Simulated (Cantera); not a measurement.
Charge: 1 mol CH2F2, 0.0073 mol CH4, held at 7.50 Torr.

Cantera equilibrium calculation (NASA polynomials, part measured and part estimated; ideal gas, pure solids and liquids). Candidate condensed phases: C, C6H6, C7H8, C8H18; 95 gas species. Equilibrium is a limit: real reactors are often held back by kinetics, nucleation or transport.

x: gas mole fraction; n: condensed amount in mol.

```tsv
T (K)	x HF	x H	x H2	x F	x CF	x CF2	n C(graphite)
1125	0.993	3.78e-8	0.00725	3.87e-12	<1e-12	<1e-12	1.01
1275	0.993	6.28e-7	0.00725	3.50e-10	<1e-12	1.98e-12	1.01
1425	0.993	5.81e-6	0.00724	1.24e-8	1.00e-12	7.47e-11	1.01
1575	0.993	?	0.00723	?	?	?	1.01
1725	0.993	0.000157	0.00717	2.45e-6	2.33e-9	1.62e-8	1.01
1875	0.992	0.000548	0.00698	1.86e-5	4.47e-8	1.27e-7	1.01
2025	0.992	0.00155	0.00651	0.000108	5.64e-7	7.74e-7	1.01
2175	0.990	?	?	?	?	?	1.01
2325	0.986	0.00742	0.00455	0.00206	3.76e-5	1.79e-5	1.01
2475	0.975	0.0139	0.00382	0.00695	0.000210	6.54e-5	1.01
```

What belongs in the gaps?


- 2175, x H: 0.00367
- 2175, x H2: 0.00565
- 2175, x F: 0.000509
- 2175, x CF: 5.21e-6
- 2175, x CF2: 3.97e-6
- 1575, x H: 3.53e-5
- 1575, x F: 2.23e-7
- 1575, x CF: 6.99e-11
- 1575, x CF2: 1.41e-9
